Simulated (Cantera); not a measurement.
Mixture: CH₄ : O₂ : N₂ = 1 : 4.35 : 13.9 (molar parts), equivalence ratio 0.46, at 14.0 bar, adiabatic and at constant pressure. Ignition delay is the time to a rise of 400 K.

Cantera simulation using GRI-Mech 3.0 (53 species, 325 reactions); the numbers are that mechanism's predictions, not measurements. The pressure lies above the range GRI-Mech 3.0 was tuned for (to about 10 atm).

Question: What does this change do: pressure from 14.0 bar to 2.00 bar?

Answer: 
| quantity | before | after |
|---|---|---|
| delay at 1273 K | 0.905 ms | 5.50 ms |
| delay at 1373 K | 0.311 ms | 1.68 ms |
| delay at 1473 K | 0.120 ms | 0.597 ms |
| delay at 1573 K | 51.4 µs | 0.248 ms |
| delay at 1673 K | 24.0 µs | 0.118 ms |
| delay at 1773 K | 12.2 µs | 62.2 µs |
| delay at 1873 K | 6.70 µs | 35.7 µs |
| apparent activation energy between 1673 and 1873 K | 170 kJ/mol | 160 kJ/mol |

Question: What does this change do: constant volume in place of constant pressure?

Answer: 
```json
[
 {"quantity": "delay at 1273 K", "before": "0.905 ms", "after": "0.863 ms"},
 {"quantity": "delay at 1373 K", "before": "0.311 ms", "after": "0.295 ms"},
 {"quantity": "delay at 1473 K", "before": "0.120 ms", "after": "0.113 ms"},
 {"quantity": "delay at 1573 K", "before": "51.4 µs", "after": "48.2 µs"},
 {"quantity": "delay at 1673 K", "before": "24.0 µs", "after": "22.5 µs"},
 {"quantity": "delay at 1773 K", "before": "12.2 µs", "after": "11.4 µs"},
 {"quantity": "delay at 1873 K", "before": "6.70 µs", "after": "6.20 µs"},
 {"quantity": "apparent activation energy between 1673 and 1873 K", "before": "170 kJ/mol", "after": "170 kJ/mol"}
]
```
